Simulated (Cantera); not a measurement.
Input (Python, Cantera):

```python
import numpy as np
import cantera as ct

gas = ct.Solution("gri30.yaml")
gas.TPX = 1475, 89000, {'CH4': 1, 'CO2': 1.4}
inlet = ct.Reservoir(gas, clone=True)

reactor = ct.IdealGasConstPressureReactor(gas, energy="off", clone=False)
exhaust = ct.Reservoir(gas, clone=True)
tau = [0.34, 0.17, 0.085, 0.043, 0.022, 0.011, 0.0055, 0.0028, 0.0014, 0.0007, 0.00035][0]
for a, b in ((inlet, reactor), (reactor, exhaust)):
    ct.MassFlowController(a, b, mdot=lambda t: reactor.mass / tau)
net = ct.ReactorNet([reactor])
show = ['CH4', 'CO2', 'CH2CO', 'H2O', 'HO2', 'H']

rows = []
print(f"{'tau/s':>10s}{'T/K':>9s}" + "".join(f"{s:>11s}" for s in show))
for tau in [0.34, 0.17, 0.085, 0.043, 0.022, 0.011, 0.0055, 0.0028, 0.0014, 0.0007, 0.00035]:
    net.initial_time = 0.0
    net.advance(30 * tau)
    before = gas.X
    net.advance(40 * tau)
    drift = np.max(np.abs(gas.X - before) / (gas.X + 1e-9))
    rows.append([gas.T, *gas[show].X, drift])
    print(f"{tau:10.3e}{gas.T:9.1f}" + "".join(f"{x:11.3e}" for x in gas[show].X))
```

Output:

```
     tau/s      T/K        CH4        CO2      CH2CO        H2O        HO2          H
 3.400e-01   1475.0  3.028e-01  4.940e-01  5.280e-06  4.320e-02  1.482e-15  1.565e-06
 1.700e-01   1475.0  3.471e-01  5.388e-01  1.837e-06  1.754e-02  8.905e-16  1.134e-06
 8.500e-02   1475.0  3.769e-01  5.629e-01  5.356e-07  6.041e-03  4.677e-16  7.422e-07
 4.300e-02   1475.0  3.953e-01  5.746e-01  1.267e-07  1.830e-03  2.304e-16  4.343e-07
 2.200e-02   1475.0  4.060e-01  5.800e-01  2.385e-08  4.987e-04  1.109e-16  2.291e-07
 1.100e-02   1475.0  4.118e-01  5.822e-01  3.580e-09  1.220e-04  5.374e-17  1.116e-07
 5.500e-03   1475.0  4.146e-01  5.830e-01  5.114e-10  3.192e-05  3.000e-17  5.832e-08
 2.800e-03   1475.0  4.157e-01  5.832e-01  7.811e-11  1.029e-05  2.089e-17  3.691e-08
 1.400e-03   1475.0  4.162e-01  5.833e-01  1.219e-11  3.860e-06  1.729e-17  2.770e-08
 7.000e-04   1475.0  4.165e-01  5.833e-01  2.026e-12  1.631e-06  1.591e-17  2.340e-08
 3.500e-04   1475.0  4.166e-01  5.833e-01  3.320e-13  7.305e-07  1.537e-17  2.097e-08
```

Cantera simulation using GRI-Mech 3.0 (53 species, 325 reactions); the numbers are that mechanism's predictions, not measurements.
